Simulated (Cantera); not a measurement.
Input (Python, Cantera):

```python
import numpy as np
import cantera as ct

gas = ct.Solution("gri30.yaml")
gas.TPX = 350, 1600000, {'CH4': 1, 'O2': 1.82, 'N2': 6.84}
inlet = ct.Reservoir(gas, clone=True)
gas.equilibrate("HP")  # start burning
reactor = ct.IdealGasConstPressureReactor(gas, energy="on", clone=False)
exhaust = ct.Reservoir(gas, clone=True)
tau = [0.027, 0.013, 0.0064, 0.0031, 0.0015, 0.00076, 0.00037, 0.00018, 8.9e-05, 4.4e-05, 2.1e-05, 1.1e-05, 5.2e-06][0]
for a, b in ((inlet, reactor), (reactor, exhaust)):
    ct.MassFlowController(a, b, mdot=lambda t: reactor.mass / tau)
net = ct.ReactorNet([reactor])
show = ['CH4', 'O2', 'N2O', 'C2H2', 'O']

rows = []
print(f"{'tau/s':>10s}{'T/K':>9s}" + "".join(f"{s:>11s}" for s in show))
for tau in [0.027, 0.013, 0.0064, 0.0031, 0.0015, 0.00076, 0.00037, 0.00018, 8.9e-05, 4.4e-05, 2.1e-05, 1.1e-05, 5.2e-06]:
    net.initial_time = 0.0
    net.advance(30 * tau)
    before = gas.X
    net.advance(40 * tau)
    drift = np.max(np.abs(gas.X - before) / (gas.X + 1e-9))
    rows.append([gas.T, *gas[show].X, drift])
    print(f"{tau:10.3e}{gas.T:9.1f}" + "".join(f"{x:11.3e}" for x in gas[show].X))
```

Result:

```
     tau/s      T/K        CH4         O2        N2O       C2H2          O
 2.700e-02   2260.3  1.580e-05  1.509e-04  5.802e-08  7.348e-08  1.093e-05
 1.300e-02   2258.3  2.593e-05  2.367e-04  6.910e-08  1.909e-07  1.422e-05
 6.400e-03   2255.2  3.967e-05  3.766e-04  8.555e-08  4.216e-07  1.963e-05
 3.100e-03   2250.3  5.904e-05  6.108e-04  1.099e-07  8.487e-07  2.874e-05
 1.500e-03   2243.1  8.682e-05  9.895e-04  1.432e-07  1.591e-06  4.329e-05
 7.600e-04   2233.4  1.262e-04  1.547e-03  1.823e-07  2.797e-06  6.370e-05
 3.700e-04   2218.5  1.947e-04  2.472e-03  2.295e-07  5.191e-06  9.387e-05
 1.800e-04   2196.7  3.214e-04  3.973e-03  2.763e-07  1.042e-05  1.316e-04
 8.900e-05   2163.2  5.940e-04  6.559e-03  3.081e-07  2.476e-05  1.653e-04
 4.400e-05    350.0  1.035e-01  1.884e-01  1.403e-21  1.589e-18  9.928e-26
 2.100e-05    350.0  1.035e-01  1.884e-01  1.873e-24  2.121e-21  1.218e-28
 1.100e-05    350.0  1.035e-01  1.884e-01  1.183e-25  1.340e-22  7.569e-30
 5.200e-06    350.0  1.035e-01  1.884e-01  7.474e-27  8.461e-24  4.745e-31
```

Model: GRI-Mech 3.0 (53 species, 325 reactions), integrated in Cantera. The pressure lies above the range GRI-Mech 3.0 was tuned for (to about 10 atm).
